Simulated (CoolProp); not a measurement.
Propylene along the isobar 5.94 MPa: fugacity coefficient from the reference equation and from simpler models built on Tc = 91.1 °C, pc = 4.555 MPa, ω = 0.146; each cubic takes its own stable root.

Model: reference Helmholtz-energy equation of state, Lemmon 2013, in CoolProp.

```
T (°C)    phase  reference  van der Waals  Soave-Redlich-Kwong
-------  ------  ---------  -------------  -------------------
-177.65  liquid   2.670e-9       9.628e-5             3.433e-9
-164.45  liquid   9.919e-8      0.0004213             1.143e-7
-151.35  liquid   1.529e-6       0.001325             1.651e-6
-138.15  liquid   1.327e-5       0.003348             1.377e-5
-124.95  liquid   7.473e-5       0.007156             7.586e-5
-111.75  liquid  0.0003057        0.01347            0.0003068
-98.55   liquid  0.0009801        0.02300            0.0009793
-85.35   liquid   0.002601        0.03635             0.002598
-72.25   liquid   0.005908        0.05381             0.005917
-59.05   liquid    0.01198        0.07596              0.01204
-45.85   liquid    0.02201         0.1028              0.02223
-32.65   liquid    0.03729         0.1342              0.03785
-19.45   liquid    0.05905         0.1702              0.06021
-6.25    liquid    0.08830         0.2102              0.09041
```
